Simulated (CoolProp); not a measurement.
Values from CoolProp's reference Helmholtz-energy equation of state, Lemmon 2006. It is a short technical equation, of lower accuracy than the large ones.

**Question.** Give the vapour pressure (kPa), vapour Z, liquid conductivity (mW/(m K)) of saturated n-decane at 294.95 °C.

**Answer.** 
```json
[
 {"T (°C)": "294.95", "p (kPa)": "1050", "vapour Z": "0.661", "liquid conductivity (mW/(m K))": "75.4"}
]
```

Thermal conductivity comes from a separate model (Huber 2005).
